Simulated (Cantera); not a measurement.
## Ignition delay

Mixture: CH₄ : CO : O₂ : N₂ = 1 : 0.092 : 1.08 : 4.05 (molar parts), equivalence ratio 1.9, at 760 Torr, adiabatic and at constant pressure. Ignition delay is the time to a rise of 400 K.

Detailed kinetics in Cantera: GRI-Mech 3.0 (53 species, 325 reactions).

| T0 (K) | delay (ms) |
|---|---|
| 1300 | 17.8 |
| 1375 | 6.77 |
| 1450 | 2.76 |
| 1525 | 1.21 |
| 1600 | 0.580 |
| 1675 | 0.303 |
| 1750 | 0.171 |
| 1825 | 0.104 |

The apparent activation energy between 1675 and 1825 K comes out as 180 kJ/mol.
